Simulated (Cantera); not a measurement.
An isothermal, constant-pressure homogeneous reactor starts with 6.25 % NH3, 93.7 % N2, at 1750 K and 0.0263 atm.

Cantera simulation using the gas-phase N/H chemistry of the illustrative SiF4/NH3 mechanism in the Surface Chemkin manual (1991); the numbers are that mechanism's predictions, not measurements. Walls and surfaces, which speed up NH3 decomposition in real reactors, are not modelled.

### Question
Predict: x(NH3) at 2.00 s; x(H) at 2.00 s; x(H2) at 2.00 s; x(N) at 2.00 s; x(N2) at 2.00 s.

### Answer
| Property | Result |
|---|---|
| x(NH3) at 2.00 s | 0.0467 (gas-phase equilibrium 2.14e-8) |
| x(H) at 2.00 s | 1.62e-5 (gas-phase equilibrium 0.000425) |
| x(H2) at 2.00 s | 0.0221 (gas-phase equilibrium 0.0880) |
| x(N) at 2.00 s | 2.45e-7 (gas-phase equilibrium 8.53e-11) |
| x(N2) at 2.00 s | 0.931 (gas-phase equilibrium 0.912) |
